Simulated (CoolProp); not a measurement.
Values from CoolProp's reference Helmholtz-energy equation of state, Gao 2022.

**Question.** For n-perfluoropentane, give the phase and the Z, cp (kJ/(kg K)), speed of sound (m/s), isothermal compressibility (1/MPa) at 226.85 °C and 0.344 MPa; 226.85 °C and 1.72 MPa; 226.85 °C and 3.78 MPa.

**Answer.** 
- 226.85 °C and 0.344 MPa: gas; Z 0.970, cp 1.05, speed of sound 118, isothermal compressibility 3.00
- 226.85 °C and 1.72 MPa: gas; Z 0.843, cp 1.10, speed of sound 105, isothermal compressibility 0.693
- 226.85 °C and 3.78 MPa: supercritical; Z 0.663, cp 1.27, speed of sound 90.1, isothermal compressibility 0.375
